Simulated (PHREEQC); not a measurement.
Consider water at 55 °C with 73 mmol/kgw CdCl2, 160 mmol/kgw KCl and 0.17 mmol/kgw MnSO4. Closed to the air; pH follows from the charge balance.

Equilibrium calculation in PHREEQC: ion-association model, phreeqc.dat.

| quantity | before | after |
|---|---|---|
| pH | 5.37 | 5.30 |
| ionic strength (mol/kgw) | 0.224 | 0.107 |
| Cl- (mol/kgw) | 0.212 | 0.0907 |
| Mn+2 (mol/kgw) | 0.000135 | 0.000149 |
| SO4-2 (mol/kgw) | 0.000105 | 0.000103 |
| KSO4- (mol/kgw) | 4.72e-5 | 6.25e-6 |
| SI of Sylvite (KCl) | -2.83 | -4.13 |

### Question
What was changed between the two runs?
A) KCl from 0.16 to 0.016 mol/kgw
B) CdCl2 left out
C) 0.01 mol/kgw Cd(NO3)2 added
D) diluted 10-fold with water
E) diluted 2-fold with water

### Answer
A, KCl from 0.16 to 0.016 mol/kgw

Precipitation was switched off in this run. At this temperature some constants are extrapolated from 25 °C, and those without enthalpy data are left unchanged.
